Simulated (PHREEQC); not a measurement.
Consider water at 20 °C with 0.012 mol KOH, 0.00025 mol Na2SiO3 and 0.0035 mol (CH3)4NCl per kg of water. It is in equilibrium with CO2 at log p = -1 (atm). Otherwise closed; pH follows from the charge balance.

Equilibrium calculation in PHREEQC: ion-association model, phreeqc.dat.

```yaml
pH: 6.83
ionic_strength: 0.0160 mol/kgw
total_alkalinity: 12.5 meq/kg
```

| species | molality | activity | log γ |
|---|---|---|---|
| HCO3- | 0.0125 | 0.0111 | -0.052 |
| K+ | 0.0120 | 0.0106 | -0.056 |
| CO2 | 0.00390 | 0.00391 | 0.002 |
| Cl- | 0.00350 | 0.00308 | -0.055 |
| (CH3)4N+ | 0.00350 | 0.00309 | -0.055 |
| Na+ | 0.000497 | 0.000440 | -0.053 |
| H4SiO4 | 0.000250 | 0.000251 | 0.002 |
| CO3-2 | 5.14e-6 | 3.18e-6 | -0.209 |
| NaHCO3 | 2.81e-6 | 2.82e-6 | 0.002 |
| H3SiO4- | 2.39e-7 | 2.11e-7 | -0.055 |
| (CO2)2 | 2.36e-7 | 2.37e-7 | 0.002 |
| H+ | 1.63e-7 | 1.47e-7 | -0.047 |
| OH- | 5.31e-8 | 4.66e-8 | -0.056 |
| NaCO3- | 2.28e-8 | 2.01e-8 | -0.054 |

This is a speciation only: nothing precipitates in the calculation. The solution is supersaturated, for example in Quartz (slow to form), so a real one may precipitate; this is no full list. Complexes and solids missing from the database can't appear. (CH3)4N+ isn't in the database: it is added as a free cation with an ion size of 4 Å.
